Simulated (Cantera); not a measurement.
Cantera run, input and output.

```python
import numpy as np
import cantera as ct

gas = ct.Solution("h2o2.yaml")
gas.TPX = 1275, 2666, {'H2': 0.46, 'O2': 1, 'N2': 0.73}
reactor = ct.IdealGasConstPressureReactor(gas, energy="off", clone=False)
net = ct.ReactorNet([reactor])
net.rtol, net.atol = 1e-08, 1e-18
show = ['H2', 'O2', 'O', 'HO2', 'H2O', 'OH', 'H2O2']
times = np.geomspace(0.0008, 1, 15)

steps = ct.SolutionArray(gas, extra=["t"])
rows = []
print(f"{'t/s':>10s}{'T/K':>9s}{'P/Pa':>11s}" + "".join(f"{s:>11s}" for s in show))
for t in times:
    while net.time < t:
        t_next = net.step()
        steps.append(gas.state, t=t_next)
    rows.append([np.interp(t, steps.t, y) for y in (steps.T, steps.P, *steps(*show).X.T)])
    print(f"{t:10.3e}{rows[-1][0]:9.1f}{rows[-1][1]:11.4g}" + "".join(f"{x:11.3e}" for x in rows[-1][2:]))
rate = np.gradient(steps.T, steps.t)
print("integrator steps:", len(steps.t))
if steps.T.max() > steps.T[0] + 200:
    print(f"time of steepest temperature rise: {steps.t[rate.argmax()]:.4e} s")
gas.TPX = 1275, 2666, {'H2': 0.46, 'O2': 1, 'N2': 0.73}
gas.equilibrate("TP")
print(f"equilibrium (TP): T = {gas.T:.1f} K  " + "  ".join(f"{s} {gas[s].X[0]:.3e}" for s in show))
```

It prints:

```
       t/s      T/K       P/Pa         H2         O2          O        HO2        H2O         OH       H2O2
 8.000e-04   1275.0       2666  1.672e-02  3.504e-01  5.738e-02  8.075e-06  1.480e-01  1.147e-02  4.331e-07
 1.331e-03   1275.0       2666  1.326e-02  3.509e-01  5.616e-02  8.319e-06  1.590e-01  1.059e-02  4.119e-07
 2.216e-03   1275.0       2666  1.205e-02  3.566e-01  4.845e-02  8.702e-06  1.704e-01  1.017e-02  4.526e-07
 3.687e-03   1275.0       2666  1.002e-02  3.645e-01  3.773e-02  9.159e-06  1.862e-01  9.360e-03  5.091e-07
 6.137e-03   1275.0       2666  7.057e-03  3.739e-01  2.488e-02  9.452e-06  2.044e-01  7.932e-03  5.650e-07
 1.021e-02   1275.0       2666  3.850e-03  3.826e-01  1.292e-02  9.019e-06  2.199e-01  5.891e-03  5.685e-07
 1.700e-02   1275.0       2666  1.581e-03  3.883e-01  5.169e-03  7.291e-06  2.288e-01  3.772e-03  4.699e-07
 2.828e-02   1275.0       2666  5.366e-04  3.910e-01  1.737e-03  4.609e-06  2.324e-01  2.194e-03  3.147e-07
 4.707e-02   1275.0       2666  1.758e-04  3.921e-01  5.691e-04  2.314e-06  2.337e-01  1.259e-03  1.859e-07
 7.834e-02   1275.0       2666  6.196e-05  3.925e-01  2.017e-04  1.045e-06  2.342e-01  7.505e-04  1.057e-07
 1.304e-01   1275.0       2666  2.428e-05  3.926e-01  7.966e-05  4.740e-07  2.344e-01  4.723e-04  6.024e-08
 2.170e-01   1275.0       2666  1.051e-05  3.927e-01  3.476e-05  2.266e-07  2.345e-01  3.121e-04  3.483e-08
 3.611e-01   1275.0       2666  4.925e-06  3.928e-01  1.641e-05  1.158e-07  2.346e-01  2.145e-04  2.040e-08
 6.009e-01   1275.0       2666  2.456e-06  3.928e-01  8.237e-06  6.426e-08  2.346e-01  1.520e-04  1.209e-08
 1.000e+00   1275.0       2666  1.286e-06  3.928e-01  4.335e-06  3.995e-08  2.346e-01  1.102e-04  7.236e-09
integrator steps: 1656
equilibrium (TP): T = 1275.0 K  H2 1.274e-07  O2 3.928e-01  O 4.315e-07  HO2 2.912e-08  H2O 2.347e-01  OH 3.475e-05  H2O2 1.084e-09
```

Cantera simulation using the H2/O2 subset of GRI-Mech 3.0, which has no nitrogen chemistry; the numbers are that mechanism's predictions, not measurements. Radical loss at walls, strong at low pressure, is not modelled. The temperature is held fixed by assumption; the heat of reaction is taken as removed at once.
